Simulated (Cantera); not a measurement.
Mixture: CH4 : C2H6 : O2 : N2 = 1 : 0.041 : 3.83 : 14.4 (molar parts), at 1.00 atm, adiabatic and at constant volume. Ignition delay is the time to a rise of 400 K.

Computed with Cantera and GRI-Mech 3.0 (53 species, 325 reactions).

### Question
Predict: delay at 1198 K; delay at 1273 K; delay at 1348 K; delay at 1423 K; delay at 1498 K; delay at 1573 K; apparent activation energy between 1423 and 1573 K.

### Answer
| Item | Result |
|---|---|
| delay at 1198 K | 12.0 ms |
| delay at 1273 K | 4.61 ms |
| delay at 1348 K | 1.86 ms |
| delay at 1423 K | 0.800 ms |
| delay at 1498 K | 0.375 ms |
| delay at 1573 K | 0.194 ms |
| apparent activation energy between 1423 and 1573 K | 180 kJ/mol |
